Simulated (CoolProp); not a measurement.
A closed Brayton cycle with carbon dioxide: compressor inlet 319.15 K and 7.7 MPa, high pressure 14.9 MPa, turbine inlet 685 K, compressor efficiency 0.89, turbine efficiency 0.9, recuperator effectiveness 0.95 (on enthalpy, no pinch check). Each further row changes one setting.

The numbers come from the reference Helmholtz-energy equation of state, Span 1996 in CoolProp.

```csv
case,thermal efficiency (%),net work (kJ/kg),compressor to turbine work,compressor exit (K),turbine exit (K)
as stated,29.3,42.7,0.41,372.5,613.8
turbine inlet 635 K,?,36.4,?,372.5,566.6
compressor inlet 329.15 K,28.4,38.5,0.46,386.2,613.8
high pressure 12.7 MPa,28.0,33.9,0.39,359.3,630.8
recuperator effectiveness 0.5,?,42.7,0.41,372.5,613.8
```

Complete the blanks.


- turbine inlet 635 K, thermal efficiency (%): 26.6
- turbine inlet 635 K, compressor to turbine work: 0.45
- recuperator effectiveness 0.5, thermal efficiency (%): 15.8
